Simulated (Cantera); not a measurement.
# Thermodynamics of iron carbonyl, mercury and lead vapours, feed Pb + H₂ + N₂

Feed: 1 mol Pb, 0.086 mol H₂, a varied amount of N₂, held at 1598.15 K and 0.00133 bar.

Equilibrium computed with Cantera from the NASA thermochemical tables; the gas is ideal and each condensed phase is pure. Candidate condensed phases: Pb; 11 gas species. Rates play no part.

| n(N₂) (mol) | x N₂ | x Pb | x H₂ | x H |
|---|---|---|---|---|
| 0.5 | 0.315 | 0.630 | 0.0540 | 0.000339 |
| 0.76 | 0.412 | 0.542 | 0.0464 | 0.000315 |
| 1.2 | 0.525 | 0.437 | 0.0375 | 0.000283 |
| 1.8 | 0.624 | 0.346 | 0.0297 | 0.000252 |
| 2.7 | 0.713 | 0.264 | 0.0226 | 0.000220 |
| 4.2 | 0.794 | 0.189 | 0.0162 | 0.000186 |
| 6.4 | 0.855 | 0.134 | 0.0114 | 0.000156 |
| 9.8 | 0.900 | 0.0919 | 0.00783 | 0.000129 |
| 15 | 0.932 | 0.0622 | 0.00529 | 0.000106 |
| 23 | 0.955 | 0.0415 | 0.00353 | 8.67e-5 |
| 35 | 0.970 | 0.0277 | 0.00235 | 7.07e-5 |
x: gas mole fraction; nothing condenses.

From 0.5 mol N₂ to 35 mol N₂ nothing is condensed. The main Pb-bearing gas is Pb throughout.
